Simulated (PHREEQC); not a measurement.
A column of 0.5 m (30 cells, dispersivity 0.04 m, 300 s a shift, diffusion coefficient 3e-10 m²/s) holds 0.0097 eq of the database's cation exchanger X per kg of pore water, first in equilibrium with 0.0044 mol CdCl2, 0.011 mol NaCl and 1e-05 mol HCl per kg of water. It is flushed with 3.5 mmol/kgw LiCl, 5.6 mmol/kgw NaCl and 0.01 mmol/kgw HCl, at 15 °C. Values are for the last cell. The system is closed to CO2. Precipitation was switched off in this run.

All values are PHREEQC results (ion-association model, phreeqc.dat), not measurements.

| pore volumes | Li in solution (mol/kgw) | Cd in solution (mol/kgw) | Cl in solution (mol/kgw) | Na in solution (mol/kgw) | NaX on the exchanger (mol/kgw) | LiX on the exchanger (mol/kgw) |
|---|---|---|---|---|---|---|
| 0 | 0 | 0.00440 | 0.0198 | 0.0110 | 0.000862 | 0 |
| 0.35 | 7.65e-6 | 0.00439 | 0.0198 | 0.0110 | 0.000861 | 4.89e-7 |
| 0.85 | 0.00111 | 0.00278 | 0.0154 | 0.00876 | 0.000826 | 8.51e-5 |
| 1.35 | 0.00243 | 0.00115 | 0.0109 | 0.00615 | 0.000847 | 0.000272 |
| 1.683 | 0.00284 | 0.000721 | 0.00976 | 0.00546 | 0.000924 | 0.000392 |
| 2.017 | 0.00306 | 0.000518 | 0.00933 | 0.00523 | 0.00103 | 0.000489 |
| 2.517 | 0.00322 | 0.000370 | 0.00915 | 0.00518 | 0.00118 | 0.000599 |
| 3.017 | 0.00329 | 0.000290 | 0.00912 | 0.00523 | 0.00133 | 0.000681 |
| 3.35 | 0.00332 | 0.000255 | 0.00911 | 0.00527 | 0.00141 | 0.000727 |
| 3.683 | 0.00334 | 0.000228 | 0.00911 | 0.00530 | 0.00149 | 0.000768 |
| 4.183 | 0.00337 | 0.000197 | 0.00911 | 0.00534 | 0.00160 | 0.000823 |
| 4.683 | 0.00338 | 0.000173 | 0.00911 | 0.00537 | 0.00170 | 0.000872 |
| 5.017 | 0.00339 | 0.000161 | 0.00911 | 0.00539 | 0.00176 | 0.000902 |
